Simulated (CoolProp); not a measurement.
Vapour-liquid equilibrium of C3F8 (R218) (1) + R134a (2) at -31.25 °C; x and y are mole fractions of (1).

The numbers come from the multi-fluid Helmholtz-energy mixture model, Lemmon 2006 and Tillner-Roth 1994; pair parameters Bell 2016 in CoolProp.

```json
[
 {"x": "0.05", "bubble pressure, mixture model (MPa)": "___", "bubble pressure, Raoult's law (MPa)": "0.08198", "y, mixture model": "___", "y, Raoult's law": "0.079"},
 {"x": "0.2", "bubble pressure, mixture model (MPa)": "___", "bubble pressure, Raoult's law (MPa)": "0.08945", "y, mixture model": "0.487", "y, Raoult's law": "0.289"},
 {"x": "0.35", "bubble pressure, mixture model (MPa)": "0.1474", "bubble pressure, Raoult's law (MPa)": "0.09692", "y, mixture model": "0.566", "y, Raoult's law": "0.467"},
 {"x": "0.5", "bubble pressure, mixture model (MPa)": "0.1523", "bubble pressure, Raoult's law (MPa)": "0.1044", "y, mixture model": "___", "y, Raoult's law": "0.619"},
 {"x": "0.65", "bubble pressure, mixture model (MPa)": "___", "bubble pressure, Raoult's law (MPa)": "0.1119", "y, mixture model": "0.656", "y, Raoult's law": "0.751"},
 {"x": "0.8", "bubble pressure, mixture model (MPa)": "___", "bubble pressure, Raoult's law (MPa)": "0.1193", "y, mixture model": "0.729", "y, Raoult's law": "0.867"},
 {"x": "0.95", "bubble pressure, mixture model (MPa)": "___", "bubble pressure, Raoult's law (MPa)": "0.1268", "y, mixture model": "___", "y, Raoult's law": "0.969"}
]
```

Complete the blanks.


- 0.05, bubble pressure, mixture model (MPa): 0.1009
- 0.05, y, mixture model: 0.241
- 0.2, bubble pressure, mixture model (MPa): 0.1349
- 0.5, y, mixture model: 0.611
- 0.65, bubble pressure, mixture model (MPa): 0.1541
- 0.8, bubble pressure, mixture model (MPa): 0.1518
- 0.95, bubble pressure, mixture model (MPa): 0.1387
- 0.95, y, mixture model: 0.893

The largest gap from Raoult's law is +52.1 % in bubble pressure, at x = 0.35. y crosses x between x = 0.65 and 0.8: the model has an azeotrope there.

Pair parameters are fitted to limited data, so mixtures are less certain than the pure fluids. With so large a gap from Raoult's law the liquid may split in two, which this calculation doesn't test in full.
